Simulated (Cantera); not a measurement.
An isothermal, constant-pressure homogeneous reactor starts with 0.308 % CO, 6.43 % O₂, 5.20 % H₂O, 88.1 % N₂, at 1225 K and 113 Torr.

Cantera simulation using GRI-Mech 3.0 (53 species, 325 reactions); the numbers are that mechanism's predictions, not measurements.

x: mole fraction; the columns are a selection and need not sum to one.

```tsv
t (s)	x CO	x O₂	x H₂O	x H₂O₂	x OH	x O
5.00e-5	0.00308	0.0643	0.0520	<1e-12	2.64e-11	1.04e-10
0.000264	0.00308	0.0643	0.0520	<1e-12	2.91e-10	4.92e-10
0.00139	0.00308	0.0643	0.0520	<1e-12	5.69e-9	3.03e-9
0.00734	0.00307	0.0643	0.0520	5.44e-10	6.61e-6	2.76e-6
0.0387	0.000108	0.0628	0.0519	1.08e-7	0.000174	6.67e-5
0.204	[?]	0.0628	0.0520	[?]	[?]	[?]
1.08	1.52e-8	0.0628	0.0520	1.06e-9	1.00e-5	2.13e-7
5.69	1.60e-9	0.0628	0.0520	2.24e-10	4.43e-6	4.17e-8
30.0	9.97e-10	0.0628	0.0520	1.51e-10	[?]	[?]
```

Q: Some entries are withheld; supply them.

A: 
- 0.204, x CO: 1.49e-6
- 0.204, x H₂O₂: 8.82e-9
- 0.204, x OH: 3.23e-5
- 0.204, x O: 2.21e-6
- 30.0, x OH: 3.60e-6
- 30.0, x O: 2.75e-8
